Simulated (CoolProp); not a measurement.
100 sccm (0 °C, 1 atm) of nitrogen bubbles through liquid water at 280.6 K and leaves saturated at a total pressure of 0.00722 MPa (ideal gas phase). Each further row changes one setting.

Model: reference Helmholtz-energy equation of state, Wagner 2002, in CoolProp.

| case | vapour pressure (kPa) | mole fraction of vapour | delivery (mg/min) | delivery (sccm) | change of delivery for a bath 1 K warmer (%) |
|---|---|---|---|---|---|
| as stated | 1.03 | 0.143 | 13.4 | ___ | 8.3 |
| bath temperature 285.6 K | ___ | 0.200 | ___ | ___ | ___ |
| total pressure 0.0144 MPa | 1.03 | 0.0718 | 6.21 | 7.73 | 7.6 |

Problem. Some entries are withheld; supply them.

Solution. 
- as stated, delivery (sccm): 16.7
- bath temperature 285.6 K, vapour pressure (kPa): 1.45
- bath temperature 285.6 K, delivery (mg/min): 20.1
- bath temperature 285.6 K, delivery (sccm): 25.0
- bath temperature 285.6 K, change of delivery for a bath 1 K warmer (%): 8.6
